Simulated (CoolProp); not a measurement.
Computed with CoolProp (reference Helmholtz-energy equation of state, Setzmann 1991).

Q: Give the vapour pressure (kPa), vapour density (kg/m³), liquid conductivity (mW/(m K)) of saturated methane at 167.2, 181.6 K.

A: 
```json
[
 {"T (K)": "167.2", "p (kPa)": "2100", "vapour density (kg/m³)": "34.6", "liquid conductivity (mW/(m K))": "105"},
 {"T (K)": "181.6", "p (kPa)": "3460", "vapour density (kg/m³)": "66.5", "liquid conductivity (mW/(m K))": "83.2"}
]
```

Thermal conductivity comes from a separate model (Friend 1989).
